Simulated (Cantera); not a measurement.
An adiabatic, constant-pressure homogeneous reactor starts with CO : H₂ : O₂ : N₂ = 1 : 0.19 : 0.248 : 0.932 (molar parts), at 1250 K and 6.80 bar.

Detailed kinetics in Cantera: GRI-Mech 3.0 (53 species, 325 reactions). The hydrogen kinetics of GRI-Mech 3.0 are dated; newer H2 mechanisms differ, most at raised pressure.

Problem. Predict: time of steepest temperature rise; temperature at 0.400 s; equilibrium temperature; x(CO) at 0.400 s; x(H₂) at 0.400 s; x(O₂) at 0.400 s; x(N₂O) at 0.400 s; x(OH) at 0.400 s; x(NO) at 0.400 s.

Solution. 
```json
{
  "time_of_steepest_temperature_rise": "14.2 µs",
  "temperature at 0.400 s": "2738 K",
  "equilibrium_temperature": "2738 K",
  "x(CO) at 0.400 s": "0.309 (gas-phase equilibrium 0.309)",
  "x(H₂) at 0.400 s": "0.0190 (gas-phase equilibrium 0.0190)",
  "x(O₂) at 0.400 s": "0.000538 (gas-phase equilibrium 0.000538)",
  "x(N₂O) at 0.400 s": "1.38e-7 (gas-phase equilibrium 1.38e-7)",
  "x(OH) at 0.400 s": "0.00325 (gas-phase equilibrium 0.00325)",
  "x(NO) at 0.400 s": "0.00127 (gas-phase equilibrium 0.00127)"
}
```
